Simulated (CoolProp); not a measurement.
Vapour-liquid equilibrium of benzene (1) + p-xylene (2) at 1.13 bar; x and y are mole fractions of (1).

Values from CoolProp's multi-fluid Helmholtz-energy mixture model, Thol 2012 and Zhou 2012; pair parameters Bell 2016.

```json
[
 {"x": "0.05", "bubble temperature (K)": "410.1", "y at the bubble point": "0.174", "dew temperature at overall composition x (K)": "414.1", "liquid density (mol/L)": "7.204"},
 {"x": "0.15", "bubble temperature (K)": "400.2", "y at the bubble point": "0.432", "dew temperature at overall composition x (K)": "410.9", "liquid density (mol/L)": "7.502"},
 {"x": "0.25", "bubble temperature (K)": "391.8", "y at the bubble point": "0.605", "dew temperature at overall composition x (K)": "407.4", "liquid density (mol/L)": "7.803"},
 {"x": "0.35", "bubble temperature (K)": "384.7", "y at the bubble point": "0.724", "dew temperature at overall composition x (K)": "403.6", "liquid density (mol/L)": "8.108"},
 {"x": "0.45", "bubble temperature (K)": "378.6", "y at the bubble point": "0.807", "dew temperature at overall composition x (K)": "399.4", "liquid density (mol/L)": "8.419"},
 {"x": "0.55", "bubble temperature (K)": "373.4", "y at the bubble point": "0.867", "dew temperature at overall composition x (K)": "394.7", "liquid density (mol/L)": "8.740"},
 {"x": "0.65", "bubble temperature (K)": "368.9", "y at the bubble point": "0.911", "dew temperature at overall composition x (K)": "389.3", "liquid density (mol/L)": "9.072"},
 {"x": "0.75", "bubble temperature (K)": "364.9", "y at the bubble point": "0.944", "dew temperature at overall composition x (K)": "382.9", "liquid density (mol/L)": "9.418"},
 {"x": "0.85", "bubble temperature (K)": "361.4", "y at the bubble point": "0.970", "dew temperature at overall composition x (K)": "375.0", "liquid density (mol/L)": "9.780"},
 {"x": "0.95", "bubble temperature (K)": "358.3", "y at the bubble point": "0.991", "dew temperature at overall composition x (K)": "364.2", "liquid density (mol/L)": "10.16"}
]
```

No azeotrope shows between x = 0.05 and 0.95.

The pair parameters rest on a limited set of measurements; away from them the model extrapolates.
